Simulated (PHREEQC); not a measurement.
Solution (25 °C): 6.2 mmol/kgw NiSO4, 180 mmol/kgw NaCl and 53 mmol/kgw HCl. Closed to the air; pH follows from the charge balance.

Model: ion-association model, wateq4f.dat, run in PHREEQC.

Precipitation was switched off in this run.

Estimate the pH, activity of water.

pH 1.41; activity of water 0.992.

In which forms is S present?

HSO4- 52 %, SO4-2 36 %, NaSO4- 8.8 %, NiSO4 2.6 % of the S.

Complexes and solids missing from the database can't appear.
